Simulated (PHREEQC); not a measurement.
Consider water at 92 °C with 0.16 mol/kgw H2SO4 and 0.029 mol/kgw K2SO4. Closed to the air; pH follows from the charge balance.

The numbers come from PHREEQC with the ion-association model, wateq4f.dat.

- pH: 0.96
- ionic strength: 0.205 mol/kgw
- activity of water: 0.993
- total alkalinity: -320 meq/kg

| species | molality | activity | log γ |
|---|---|---|---|
| HSO4- | 0.179 | 0.124 | -0.157 |
| H+ | 0.141 | 0.109 | -0.112 |
| K+ | 0.0561 | 0.0379 | -0.170 |
| SO4-2 | 0.00822 | 0.00202 | -0.610 |
| KSO4- | 0.00195 | 0.00140 | -0.145 |

No solid was allowed to form. Constants without temperature data keep their 25 °C values here.
